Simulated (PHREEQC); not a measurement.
Solution (50 °C): 2.3 mmol/kgw H3BO3 and 0.64 mmol/kgw Na2SO4. Closed to the air; pH follows from the charge balance.

Equilibrium calculation in PHREEQC: ion-association model, phreeqc.dat.

* **pH**: 5.86
* **ionic strength**: 0.00191 mol/kgw
* **specific conductance**: 256 µS/cm

```csv
species,molality,activity,log γ
H3BO3,0.00230,0.00230,0.000
Na+,0.00128,0.00121,-0.022
SO4-2,0.000636,0.000520,-0.087
NaSO4-,3.85e-6,3.66e-6,-0.022
H2BO3-,1.54e-6,1.46e-6,-0.022
H+,1.45e-6,1.38e-6,-0.021
HSO4-,1.33e-7,1.27e-7,-0.022
OH-,4.18e-8,3.97e-8,-0.022
```

Precipitation was switched off in this run. Away from 25 °C the constants follow the database's enthalpies or fits; those with neither stay at their 25 °C values.
